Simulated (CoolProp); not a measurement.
Saturation properties of o-xylene.

The numbers come from the reference Helmholtz-energy equation of state, Zhou 2012 in CoolProp.

```csv
T (K),p (kPa),liquid density (kg/m³),liquid viscosity (µPa s)
340.2,7.442,840.0,465
358.7,15.71,823.8,391
377.2,30.42,807.3,334
395.7,54.76,790.2,289
414.3,92.97,772.6,253
432.8,149.3,754.4,223
451.3,229.4,735.4,198
469.8,339.0,715.5,177
488.3,484.7,694.4,158
506.8,673.4,671.8,141
```

It boils at 417.5 K under 1 atm.

Viscosity comes from a separate model (Cao 2016).
